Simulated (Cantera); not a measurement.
A closed system holds: 1 mol PbO, 0.57 mol H₂, 27 mol N₂, equilibrated at 0.143 Torr.

Cantera equilibrium calculation (NASA polynomials, part measured and part estimated; ideal gas, pure solids and liquids). Candidate condensed phases: H₂O, Pb, PbO, PbO₂, Pb₃O₄; 27 gas species. The numbers say what is thermodynamically allowed, not how fast it happens.

Task: Which condensed phases are stable at each of these points (T (°C)): 475, 525, 575, 625, 675, 725, 775, 825, 875, 925, 975?

Result: 
| T (°C) | condensed phases | Pb condensed (%) |
|---|---|---|
| 475 | Pb(l) + PbO(red) | 99.9 |
| 525 | Pb(l) + PbO(yellow) | 99.2 |
| 575 | Pb(l) + PbO(yellow) | 95.6 |
| 625 | Pb(l) + PbO(yellow) | 81.0 |
| 675 | PbO(yellow) | 42.3 |
| 725 | PbO(yellow) | 38.8 |
| 775 | PbO(yellow) | 22.2 |
| 825 | gas only | 0.0 |
| 875 | gas only | 0.0 |
| 925 | gas only | 0.0 |
| 975 | gas only | 0.0 |

At 475 °C the condensed part is Pb(l) + PbO(red). From 525 °C to 625 °C the condensed part is Pb(l) + PbO(yellow). From 675 °C to 775 °C the condensed part is PbO(yellow). From 825 °C to 975 °C nothing is condensed.
